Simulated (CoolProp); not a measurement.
Vapour-liquid equilibrium of cyclohexane (1) + dimethyl carbonate (2) at 471.4 K; x and y are mole fractions of (1).

Values from CoolProp's multi-fluid Helmholtz-energy mixture model, Zhou 2014 and Zhou 2011; pair parameters Bell 2016.

```
x      bubble pressure (kPa)  y at the bubble point  dew pressure at overall composition x (kPa)  liquid density (mol/L)
-----  ---------------------  ---------------------  -------------------------------------------  ----------------------
0.05                    1387                  0.092                                         1349                   8.667
0.125                   1483                  0.198                                   (withheld)                   8.411
0.2                     1555                  0.280                                         1485                   8.172
0.275                   1606                  0.347                                         1551              (withheld)
0.35                    1641                  0.404                                         1609                   7.750
0.425                   1662                  0.456                                         1651                   7.569
0.5                     1670                  0.505                                         1670                   7.411
0.575                   1666                  0.553                                         1661                   7.275
0.65                    1650                  0.604                                         1625                   7.162
0.725             (withheld)                  0.660                                         1569                   7.070
0.8                     1570                  0.724                                         1502                   6.999
0.875                   1499             (withheld)                                         1430                   6.945
0.95                    1398                  0.908                                         1357                   6.906
```

**Question.** Fill in the missing entries.

**Answer.** 
- 0.125, dew pressure at overall composition x (kPa): 1417
- 0.275, liquid density (mol/L): 7.951
- 0.725, bubble pressure (kPa): 1619
- 0.875, y at the bubble point: 0.803

y crosses x between x = 0.5 and 0.575: the model has an azeotrope there.

The pair parameters rest on a limited set of measurements; away from them the model extrapolates.
